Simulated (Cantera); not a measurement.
A Cantera script and its output.

```python
import numpy as np
import cantera as ct

gas = ct.Solution("gri30.yaml")
gas.TPX = 1648, 520000, {'CH4': 2, 'O2': 1.67, 'N2': 6.27}
reactor = ct.IdealGasReactor(gas, energy="on", clone=False)
net = ct.ReactorNet([reactor])
net.rtol, net.atol = 1e-08, 1e-16
show = ['CH4', 'O2', 'CH2', 'NO', 'C2H2', 'HCN', 'O']
times = np.geomspace(7e-06, 0.1, 12)

steps = ct.SolutionArray(gas, extra=["t"])
rows = []
print(f"{'t/s':>10s}{'T/K':>9s}{'P/Pa':>11s}" + "".join(f"{s:>11s}" for s in show))
for t in times:
    while net.time < t:
        t_next = net.step()
        steps.append(gas.state, t=t_next)
    rows.append([np.interp(t, steps.t, y) for y in (steps.T, steps.P, *steps(*show).X.T)])
    print(f"{t:10.3e}{rows[-1][0]:9.1f}{rows[-1][1]:11.4g}" + "".join(f"{x:11.3e}" for x in rows[-1][2:]))
rate = np.gradient(steps.T, steps.t)
print("integrator steps:", len(steps.t))
if steps.T.max() > steps.T[0] + 200:
    print(f"time of steepest temperature rise: {steps.t[rate.argmax()]:.4e} s")
gas.TPX = 1648, 520000, {'CH4': 2, 'O2': 1.67, 'N2': 6.27}
gas.equilibrate("UV")
print(f"equilibrium (UV): T = {gas.T:.1f} K  " + "  ".join(f"{s} {gas[s].X[0]:.3e}" for s in show))
```

Output:

```
       t/s      T/K       P/Pa        CH4         O2        CH2         NO       C2H2        HCN          O
 7.000e-06   1647.6  5.199e+05  2.010e-01  1.679e-01  7.582e-10  2.292e-13  2.954e-10  1.412e-14  1.125e-07
 1.670e-05   1648.1  5.201e+05  2.005e-01  1.677e-01  4.482e-09  1.273e-12  1.702e-08  1.169e-13  2.663e-07
 3.986e-05   1654.9  5.224e+05  1.980e-01  1.665e-01  1.637e-08  7.474e-12  7.092e-07  9.950e-13  5.507e-07
 9.512e-05   1773.2  5.655e+05  1.676e-01  1.468e-01  7.300e-07  4.429e-10  1.346e-04  2.275e-10  6.067e-06
 2.270e-04   2734.0  1.071e+06  3.382e-09  5.127e-06  1.814e-10  4.105e-04  2.766e-11  1.204e-05  2.898e-05
 5.416e-04   2735.9  1.071e+06  2.658e-09  5.231e-06  1.422e-10  1.899e-04  1.501e-11  3.652e-06  2.949e-05
 1.292e-03   2736.4  1.072e+06  2.602e-09  5.256e-06  1.394e-10  1.385e-04  1.468e-11  2.630e-06  2.961e-05
 3.084e-03   2736.4  1.072e+06  2.599e-09  5.257e-06  1.393e-10  1.354e-04  1.466e-11  2.570e-06  2.962e-05
 7.359e-03   2736.4  1.072e+06  2.599e-09  5.257e-06  1.393e-10  1.354e-04  1.466e-11  2.570e-06  2.962e-05
 1.756e-02   2736.4  1.072e+06  2.599e-09  5.257e-06  1.393e-10  1.354e-04  1.466e-11  2.570e-06  2.962e-05
 4.191e-02   2736.4  1.072e+06  2.599e-09  5.257e-06  1.393e-10  1.354e-04  1.466e-11  2.570e-06  2.962e-05
 1.000e-01   2736.4  1.072e+06  2.599e-09  5.257e-06  1.393e-10  1.354e-04  1.466e-11  2.570e-06  2.962e-05
integrator steps: 1886
time of steepest temperature rise: 1.0877e-04 s
equilibrium (UV): T = 2736.4 K  CH4 2.915e-09  O2 5.257e-06  CH2 1.541e-10  NO 1.354e-04  C2H2 1.628e-11  HCN 2.570e-06  O 2.962e-05
```

Cantera simulation using GRI-Mech 3.0 (53 species, 325 reactions); the numbers are that mechanism's predictions, not measurements.
